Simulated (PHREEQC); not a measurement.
PHREEQC input (Pitzer model, pitzer.dat):

```
SOLUTION 1
  temp 20
  units mol/kgw
  pH 7 charge
END
SELECTED_OUTPUT 1
  -reset false
  -pH true
  -pe true
  -ionic_strength true
  -water true
  -totals K S
  -molalities H+ K+ SO4-2 OH- HSO4-
  -equilibrium_phases Arcanite
  -saturation_indices Misenite
PRINT
  -reset false
USE solution 1
REACTION_PRESSURE 1
  1 50 100 200 300 400 500 600 800 1000
EQUILIBRIUM_PHASES 1
  Arcanite 0 30
END
```

Selected output (columns that matter, 10 of 10 rows; P (atm) added in front):

```
P (atm)	pH	mu	K	S	m_H+	m_K+	m_SO4-2	m_OH-	Arcanite	si_Misenite
1	7.5003	1.7626	1.1751	0.58754	7.2383e-08	1.1751	0.58754	3.0982e-07	29.412	-46.109
50	7.489	1.8009	1.2006	0.6003	7.4179e-08	1.2006	0.6003	3.1295e-07	29.4	-45.735
100	7.478	1.8361	1.2241	0.61204	7.5936e-08	1.2241	0.61204	3.1624e-07	29.388	-45.353
200	7.4577	1.8954	1.2636	0.6318	7.9247e-08	1.2636	0.6318	3.231e-07	29.368	-44.593
300	7.4394	1.9404	1.2936	0.64679	8.2331e-08	1.2936	0.64679	3.3034e-07	29.353	-43.834
400	7.4227	1.972	1.3147	0.65734	8.523e-08	1.3147	0.65734	3.3796e-07	29.343	-43.076
500	7.4076	1.9915	1.3277	0.66383	8.7977e-08	1.3277	0.66383	3.4595e-07	29.336	-42.32
600	7.3938	2	1.3334	0.66668	9.0596e-08	1.3334	0.66668	3.5433e-07	29.333	-41.565
800	7.3694	1.9896	1.3264	0.6632	9.5508e-08	1.3264	0.6632	3.7225e-07	29.337	-40.057
1000	7.3487	1.9506	1.3004	0.65018	1.0002e-07	1.3004	0.65018	3.9175e-07	29.35	-38.553
```
